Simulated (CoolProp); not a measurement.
trans-2-butene at several states: fugacity coefficient from the reference equation and from simpler models built on Tc = 428.6 K, pc = 4.019 MPa, ω = 0.210; each cubic takes its own stable root.

Model: reference Helmholtz-energy equation of state, Lemmon 2005, in CoolProp. It is a short technical equation, of lower accuracy than the large ones.

```
T (K)  p (MPa)   phase  reference
-----  -------  ------  ---------
500.3   0.0125     gas     0.9994
443.4    0.771     gas     0.9410
259       1.28  liquid    0.04387
223       7.35  liquid   0.001598
443.2   0.0164     gas     0.9987
396      0.106     gas     0.9882
```

Q: How far does each simpler model (van der Waals, Redlich-Kwong, Peng-Robinson) lie from the reference over these 6 states: mean and median of the absolute difference, and the worst?

A: 
- van der Waals: mean 403.9 %, median 0.5 %, worst +1893.1 % at 223 K and 7.35 MPa
- Redlich-Kwong: mean 25.0 %, median 0.1 %, worst +88.1 % at 223 K and 7.35 MPa
- Peng-Robinson: mean 0.2 %, median 0.1 %, worst -0.6 % at 443.4 K and 0.771 MPa
